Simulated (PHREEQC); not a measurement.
Consider water at 25 °C with 0.036 mol/kgw CdCl2, 0.0056 mol/kgw NaOH and 0.117 mol/kgw H2SO4. It is in equilibrium with CO2 at log p = -2 (atm). Otherwise closed; pH follows from the charge balance.

Equilibrium calculation in PHREEQC: ion-association model, phreeqc.dat.

No solid was allowed to form.

Problem. Estimate the pH, activity of water.

Solution. pH 0.95; activity of water 0.994.

Problem. In which forms is Na present?

Solution. Na+ 97 %, NaSO4- 2.9 % of the Na.
